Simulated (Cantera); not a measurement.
A freely propagating, adiabatic, planar premixed flame of H2 : O2 : N2 = 1 : 0.455 : 1.71 (molar parts), equivalence ratio 1.1, unburnt at 475 K and 260000 Pa; mixture-averaged transport, grid criteria slope 0.08 and curve 0.16, no radiation.

Model: the H2/O2 subset of GRI-Mech 3.0, which has no nitrogen chemistry, integrated in Cantera. The hydrogen kinetics of GRI-Mech 3.0 are dated; newer H2 mechanisms differ, most at raised pressure. Burning velocities carry a grid error of a few per cent, more on coarse grids.

x: mole fraction of selected species; z is measured from the peak of heat release.

| z (mm) | T (K) | u (m/s) | x H2 | x O2 | x H2O2 | x H | x O | x HO2 |
|---|---|---|---|---|---|---|---|---|
| -0.367 | 475 | 5.31 | 0.316 | 0.144 | <1e-8 | <1e-8 | <1e-8 | <1e-8 |
| -0.245 | 475 | 5.31 | 0.316 | 0.144 | <1e-8 | <1e-8 | <1e-8 | <1e-8 |
| -0.184 | 475 | 5.31 | 0.316 | 0.144 | <1e-8 | <1e-8 | <1e-8 | <1e-8 |
| -0.122 | 475 | 5.31 | 0.316 | 0.144 | <1e-8 | <1e-8 | 1.11e-8 | 3.14e-7 |
| -0.0612 | 496 | 5.49 | 0.307 | 0.145 | 7.90e-6 | 1.21e-5 | 3.30e-6 | 0.000207 |
| -0.0306 | 773 | 8.24 | 0.265 | 0.140 | 7.64e-5 | 0.00305 | 0.000250 | 0.000572 |
| 0 | 1268 | 13.1 | 0.174 | 0.104 | 1.87e-5 | 0.0232 | 0.00354 | 0.000224 |
| 0.0306 | 1612 | 16.4 | 0.0938 | 0.0505 | 4.49e-6 | 0.0425 | 0.00802 | 9.38e-5 |
| 0.0612 | 1788 | 18.1 | 0.0645 | 0.0268 | 2.58e-6 | 0.0444 | 0.00894 | 4.48e-5 |
| 0.122 | 1963 | 19.6 | 0.0558 | 0.0169 | 1.40e-6 | 0.0357 | 0.00773 | 2.38e-5 |
| 0.245 | 2126 | 21.1 | 0.0527 | … | … | … | … | … |
| 0.490 | 2271 | 22.3 | 0.0483 | 0.00896 | 5.43e-7 | 0.0158 | 0.00338 | 8.29e-6 |
| 0.980 | 2383 | 23.2 | 0.0432 | 0.00585 | 3.86e-7 | 0.00976 | 0.00190 | 4.53e-6 |

Q: Some entries are withheld; supply them.

A: 
- 0.245, x O2: 0.0127
- 0.245, x H2O2: 8.22e-7
- 0.245, x H: 0.0247
- 0.245, x O: 0.00546
- 0.245, x HO2: 1.45e-5
